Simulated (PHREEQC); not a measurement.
Make-up at 20 °C: 0.13 mol HF, 0.00094 mol NH4HF2, 0.00015 mol H4SiO4 and 0.0045 mol H3PO4 per kg of water. Closed to the air; pH follows from the charge balance.

The numbers come from PHREEQC with the ion-association model, phreeqc.dat.

No solid was allowed to form.

Question: Order these F species by the share of F that they hold, largest first: SiF6-2, HF, F-, HF2-.

Answer: HF (88 %), F- (6.2 %), HF2- (5.3 %), SiF6-2 (0.68 %)

The pH is 1.93 and the ionic strength 0.0140 mol/kgw. SiF6-2 is the database's only silicon fluoride.
